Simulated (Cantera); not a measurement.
A Cantera script and what it prints.

```python
import numpy as np
import cantera as ct

gas_names = """
    C CO CO2 C2 C2O C3 C3O2 C4 C5 O O2 O3 Si SiC SiC2 SiO SiO2 Si2 Si2C Si3
""".split()
cond_names = """
    C(gr) Si(cr) Si(L) SiC(b) SiO2(Lqz) SiO2(hqz) SiO2(L)
""".split()


def load(file, names, dense=False):
    # The tables refer to 1 bar. Condensed volumes are neglected.
    table = {s.name: s for s in ct.Species.list_from_file(file)}
    out = []
    for n in names:
        d = dict(table[n].input_data)
        d["thermo"] = dict(d["thermo"], **{"reference-pressure": 1e5})
        if dense:
            d["equation-of-state"] = {"model": "constant-volume", "density": "1e6 g/cm^3"}
        out.append(ct.Species.from_dict(d))
    return out


gas = ct.Solution(thermo="ideal-gas", species=load("nasa_gas.yaml", gas_names))
cond = {s.name: ct.Solution(thermo="fixed-stoichiometry", species=[s], name=s.name)
        for s in load("nasa_condensed.yaml", cond_names, dense=True)}
atoms = {
    'SiO2': {'Si': 1, 'O': 2},
    'C': {'C': 1},
    'CO': {'C': 1, 'O': 1},
}
top_T = {'C(gr)': 4500, 'SiC(b)': 3050}  # K; cautious upper limits of use, not melting points


def equilibrate(T, P, feed):
    n = {}
    for name, mol in feed.items():
        for a, k in atoms[name].items():
            n[a] = n.get(a, 0.0) + k * mol
    gas.TPX = T, P, n
    mass = sum(n.values()) * gas.mean_molecular_weight
    gas.equilibrate("TP")
    valid = [c for c in cond.values() if c.min_temp <= T <= top_T.get(c.name, c.max_temp)]
    mix = ct.Mixture([(gas, mass / gas.mean_molecular_weight)] + [(c, 0.0) for c in valid])
    mix.T, mix.P = T, P
    mix.equilibrate("TP", solver="vcs", rtol=1e-11, max_steps=5000)
    return mix


results = []
feed = {'SiO2': 1, 'C': 2.5, 'CO': 1.6}  # mol
T = 2373.15  # K
P = 100000  # Pa
mix = equilibrate(T, P, feed)
results.append((T, P, feed, dict(zip(mix.species_names, mix.species_moles))))
x = sorted(zip(gas.X, gas.species_names), reverse=True)
print(f"T = {T:g} K  P = {P:g} Pa  gas = {mix.phase_moles(0):.4g} mol")
print("   x: " + "  ".join(f"{s} {v:.3e}" for v, s in x if v > 0.0001))
print("   condensed (mol): " + ("  ".join(f"{mix.phase(i).name} {mix.phase_moles(i):.4g}"
      for i in range(1, mix.n_phases) if mix.phase_moles(i) > 1e-12) or "none"))
```

It prints:

```
T = 2373.15 K  P = 100000 Pa  gas = 3.602 mol
   x: CO 9.302e-01  SiO 6.907e-02  Si 6.003e-04
   condensed (mol): SiC(b) 0.7484
```

Equilibrium computed with Cantera from the NASA thermochemical tables; the gas is ideal and each condensed phase is pure.
